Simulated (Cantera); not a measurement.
A perfectly stirred reactor is fed with 3.79 % CH₄, 4.17 % H₂, 19.3 % O₂, 72.7 % N₂, equivalence ratio 0.50, at 3750 Torr; it is adiabatic with a 600 K inlet, and is followed from long to short residence time, starting on the burning branch (τ in s: 0.28, 0.092, 0.031, 0.01, 0.0033, 0.0011, 0.00037, 0.00012, 4e-05, 1.3e-05, 4.4e-06).

Computed with Cantera and GRI-Mech 3.0 (53 species, 325 reactions).

x: mole fraction; the columns are a selection and need not sum to one.

```tsv
τ (s)	T (K)	x CH₄	x H₂	x O₂	x CH₂	x H
0.28	1761	1.95e-6	1.18e-5	0.0985	…	5.23e-7
0.092	1760	4.81e-6	2.05e-5	0.0986	…	9.84e-7
0.031	1759	1.06e-5	3.98e-5	0.0986	…	2.29e-6
0.010	1755	2.28e-5	8.33e-5	0.0986	…	6.28e-6
0.0033	1749	4.75e-5	0.000175	0.0988	…	1.76e-5
0.0011	1738	9.92e-5	0.000368	0.0992	…	4.92e-5
0.00037	1714	0.000215	0.000779	0.100	…	0.000131
0.00012	1660	0.000558	0.00182	0.103	…	0.000319
4.0e-5	600	0.0379	0.0417	0.193	<1e-12	<1e-12
1.3e-5	600	0.0379	0.0417	0.193	<1e-12	<1e-12
4.4e-6	600	0.0379	0.0417	0.193	<1e-12	<1e-12
```

**Question.** What belongs in the gaps?

**Answer.** 
- 0.28, x CH₂: 1.84e-9
- 0.092, x CH₂: 5.53e-9
- 0.031, x CH₂: 1.59e-8
- 0.010, x CH₂: 4.58e-8
- 0.0033, x CH₂: 1.23e-7
- 0.0011, x CH₂: 3.11e-7
- 0.00037, x CH₂: 7.32e-7
- 0.00012, x CH₂: 1.65e-6
